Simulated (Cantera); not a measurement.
A perfectly stirred reactor is fed with N2O : H2 : N2 = 1 : 0.003 : 1.2 (molar parts), at 0.0267 bar; it is held at 1425 K, and followed from long to short residence time.

Model: GRI-Mech 3.0 (53 species, 325 reactions), integrated in Cantera. GRI-Mech 3.0 was tuned for natural gas; its chemistry of N2O as a main component is partial and can be far from experiment. Radical loss at walls, strong at low pressure, is not modelled. The temperature is held fixed by assumption; the heat of reaction is taken as removed at once.

```
quantity                 before     after
---------------------  --------  --------
x(N2O) at τ = 2.90 s      0.146     0.253
x(H2) at τ = 2.90 s     1.11e-5   3.78e-6
x(HO2) at τ = 2.90 s    5.78e-8   2.57e-8
x(H2O) at τ = 2.90 s    0.00116  0.000247
x(O2) at τ = 2.90 s       0.100     0.171
x(N2O) at τ = 45.0 ms     0.439     0.836
x(H2) at τ = 45.0 ms   0.000380  0.000127
x(HO2) at τ = 45.0 ms   4.02e-6   2.49e-6
x(H2O) at τ = 45.0 ms  0.000943  0.000183
x(O2) at τ = 45.0 ms    0.00465   0.00879
```

**Question.** What was changed between the two runs?
A) N2O 1 to 7.9 parts
B) temperature 1425 to 1475 K
C) temperature 1425 to 1148 K
D) H2 0.003 to 0.0092 parts

**Answer.** A, N2O 1 to 7.9 parts
